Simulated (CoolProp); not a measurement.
The fluid at 298.15 K and 2.19 MPa is throttled through a valve to 0.249 MPa with no heat exchange. The same conditions are run with several fluids, on thermodynamics alone (safety and materials aside).

Values from CoolProp's reference Helmholtz-energy equation of state of each fluid (carbon monoxide: Lemmon 2006; ethane: Bücker 2006; hydrogen chloride: Thol 2018; C2F6 (R116): Lemmon 2006; CH3F (R41): Lemmon 2006).

Task: Rank carbon monoxide, ethane, hydrogen chloride, C2F6 (R116), CH3F (R41) by temperature change (K), highest first.

Result: carbon monoxide (-4.8), C2F6 (R116) (-22.0), ethane (-26.0), hydrogen chloride (-34.2), CH3F (R41) (-41.1)

| fluid | final density (kg/m³) |
|---|---|
| carbon monoxide | 2.86 |
| ethane | 3.39 |
| hydrogen chloride | 4.23 |
| C2F6 (R116) | 15.5 |
| CH3F (R41) | 4.11 |
